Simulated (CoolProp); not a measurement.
Vapour-liquid equilibrium of R22 (1) + ethanol (2) at 245 kPa; x and y are mole fractions of (1).

Values from CoolProp's multi-fluid Helmholtz-energy mixture model, Kamei 1995 and Schroeder 2014; pair parameters Bell 2016.

| x | bubble temperature (K) | y at the bubble point | dew temperature at overall composition x (K) | liquid density (mol/L) |
|---|---|---|---|---|
| 0.05 | 339.0 | 0.755 | [?] | 16.15 |
| 0.2 | 285.0 | 0.987 | 369.2 | 16.98 |
| 0.35 | 268.7 | 0.996 | 363.4 | [?] |
| 0.5 | 262.1 | [?] | [?] | [?] |
| 0.65 | 259.1 | 0.999 | 347.4 | [?] |
| 0.8 | 257.1 | 0.999 | 334.4 | 16.21 |
| 0.95 | [?] | 1.000 | 306.8 | 15.74 |

**Question.** What belongs in the gaps?

**Answer.** 
- 0.05, dew temperature at overall composition x (K): 374.2
- 0.35, liquid density (mol/L): 17.05
- 0.5, y at the bubble point: 0.998
- 0.5, dew temperature at overall composition x (K): 356.4
- 0.5, liquid density (mol/L): 16.89
- 0.65, liquid density (mol/L): 16.60
- 0.95, bubble temperature (K): 254.4

No azeotrope shows between x = 0.05 and 0.95.

Pair parameters are fitted to limited data, so mixtures are less certain than the pure fluids. With so large a gap from Raoult's law the liquid may split in two, which this calculation doesn't test in full.
